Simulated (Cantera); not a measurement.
Cantera run:

```python
import numpy as np
import cantera as ct

gas_names = """
    CL CL2 H HCL H2 Si SiCL SiCL2 SiCL3 SiCL4 SiH SiHCL3 SiH2 SiH2CL2 SiH3 SiH3CL SiH4 Si2 Si3
""".split()
cond_names = """
    Si(cr) Si(L)
""".split()


# ... load() reads the species with a 1 bar reference pressure and builds the phases ...
atoms = {
    'Si': {'Si': 1},
    'HCl': {'H': 1, 'CL': 1},
    'H2': {'H': 2},
}
top_T = {}  # K; cautious upper limits of use, not melting points


# ... equilibrate(T, P, feed) seeds the gas with the atoms and calls Mixture.equilibrate('TP', solver="vcs", rtol=1e-11, max_steps=5000) ...
results = []
feed = {'Si': 1, 'HCl': 5.1, 'H2': 7.1}  # mol
T = 1023.15  # K
P = 11000  # Pa
mix = equilibrate(T, P, feed)
results.append((T, P, feed, dict(zip(mix.species_names, mix.species_moles))))
print(gas.report(threshold=1e-06))
for i in range(1, mix.n_phases):
    print(f"{mix.phase(i).name:16s} {mix.phase_moles(i):12.5e} mol")
```

Output:

```
       temperature   1023.1 K
          pressure   11000 Pa
           density   0.026355 kg/m^3
  mean mol. weight   20.382 kg/kmol
   phase of matter   gas

                          1 kg             1 kmol
                     ---------------   ---------------
          enthalpy       -2.0436e+06       -4.1653e+07  J
   internal energy        -2.461e+06        -5.016e+07  J
           entropy             10897        2.2209e+05  J/K
    Gibbs function       -1.3193e+07       -2.6889e+08  J
 heat capacity c_p            1822.6             37148  J/K
 heat capacity c_v            1414.7             28834  J/K

                      mass frac. Y      mole frac. X     chem. pot. / RT
                     ---------------   ---------------   ---------------
               HCL           0.18647           0.10425           -39.655
                H2          0.079772           0.80649           -19.985
             SiCL2         0.0002238        4.6083e-05            -69.29
             SiCL3         0.0028131         0.0004265           -98.953
             SiCL4           0.69424          0.083291           -128.62
            SiHCL3          0.036279         0.0054594           -108.95
           SiH2CL2        0.00019635        3.9623e-05           -89.275
     [  +12 minor]        2.4501e-07        8.6768e-08

Si(cr)            0.00000e+00 mol
```

These are equilibrium values from Cantera (NASA tables, ideal gas, pure condensed phases), not measurements of a reactor. The tables' values for SiCl3 are old estimates; treat these amounts as uncertain.
